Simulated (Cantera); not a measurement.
Input: 1 mol CH3SiCl3, 0.013 mol C2H2, 200 mol H2, 0.14 mol HCl, at 875 °C and 0.00110 bar.

Equilibrium computed with Cantera from the NASA thermochemical tables; the gas is ideal and each condensed phase is pure. Candidate condensed phases: C, C6H6, C7H8, C8H18, Si, SiC; 109 gas species. The feed counts by its element totals alone. The numbers say what is thermodynamically allowed, not how fast it happens.

Base state: H2 0.985, HCl 0.0155, CH4 2.54e-5 (mole fractions); condensed: C(graphite) + SiC(s).

Problem. What changes in the equilibrium state with this change: temperature from 875 °C to 2202 °C?

Solution. 
| species | before | after |
|---|---|---|
| H2 | 0.985 | 0.502 |
| H | 2.14e-6 | 0.481 |
| HCl | 0.0155 | 0.00694 |
| Si | <1e-9 | 0.00343 |
| SiC2 | <1e-9 | 0.000245 |
| Cl | 2.97e-8 | 0.00470 |
| C(graphite), mol | 0.0210 | 0 |
| SiC(s), mol | 1.000 | 0 |

Problem. What changes in the equilibrium state with this change: temperature from 875 °C to 1700 °C?

Solution. 
```csv
species,before,after
H2,0.985,0.943
H,2.14e-6,0.0395
HCl,0.0155,0.0146
Si,<1e-9,0.00142
SiC2,<1e-9,5.18e-5
Si2C,<1e-9,3.47e-5
"C(graphite), mol",0.0210,0.0849
"SiC(s), mol",1.000,0.661
```
The tables' values for SiCl are old estimates; treat these amounts as uncertain.
